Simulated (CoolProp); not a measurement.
Properties of hexamethyldisiloxane (MM) along the isotherm -6.75 °C (Tc = 245.6 °C, pc = 19.31 bar, ω = 0.418).

The numbers come from the reference Helmholtz-energy equation of state, Thol 2016 in CoolProp.

```json
[
 {"p (bar)": "0.0305", "phase": "liquid", "Z": "0.0002821", "cp (kJ/(kg K))": "1.823", "cv (kJ/(kg K))": "1.470", "speed of sound (m/s)": "988.9", "fugacity coefficient": "0.2860"},
 {"p (bar)": "0.0579", "phase": "liquid", "Z": "___", "cp (kJ/(kg K))": "1.823", "cv (kJ/(kg K))": "1.470", "speed of sound (m/s)": "988.9", "fugacity coefficient": "0.1507"},
 {"p (bar)": "0.11", "phase": "liquid", "Z": "0.001018", "cp (kJ/(kg K))": "1.823", "cv (kJ/(kg K))": "1.470", "speed of sound (m/s)": "988.9", "fugacity coefficient": "0.07937"},
 {"p (bar)": "0.208", "phase": "liquid", "Z": "0.001924", "cp (kJ/(kg K))": "1.823", "cv (kJ/(kg K))": "1.470", "speed of sound (m/s)": "989.0", "fugacity coefficient": "0.04201"},
 {"p (bar)": "0.394", "phase": "liquid", "Z": "0.003644", "cp (kJ/(kg K))": "1.823", "cv (kJ/(kg K))": "1.470", "speed of sound (m/s)": "989.2", "fugacity coefficient": "0.02222"},
 {"p (bar)": "0.748", "phase": "liquid", "Z": "0.006918", "cp (kJ/(kg K))": "1.823", "cv (kJ/(kg K))": "1.470", "speed of sound (m/s)": "989.5", "fugacity coefficient": "0.01174"},
 {"p (bar)": "1.42", "phase": "liquid", "Z": "0.01313", "cp (kJ/(kg K))": "1.823", "cv (kJ/(kg K))": "1.470", "speed of sound (m/s)": "990.0", "fugacity coefficient": "0.006223"},
 {"p (bar)": "2.69", "phase": "liquid", "Z": "0.02487", "cp (kJ/(kg K))": "1.823", "cv (kJ/(kg K))": "1.470", "speed of sound (m/s)": "991.1", "fugacity coefficient": "___"},
 {"p (bar)": "5.09", "phase": "liquid", "Z": "0.04705", "cp (kJ/(kg K))": "1.822", "cv (kJ/(kg K))": "1.470", "speed of sound (m/s)": "993.1", "fugacity coefficient": "0.001796"},
 {"p (bar)": "9.66", "phase": "liquid", "Z": "0.08922", "cp (kJ/(kg K))": "1.822", "cv (kJ/(kg K))": "1.470", "speed of sound (m/s)": "___", "fugacity coefficient": "0.0009872"}
]
```

Question: Complete the blanks.

Answer: 
- 0.0579, Z: 0.0005356
- 2.69, fugacity coefficient: 0.003324
- 9.66, speed of sound (m/s): 996.8
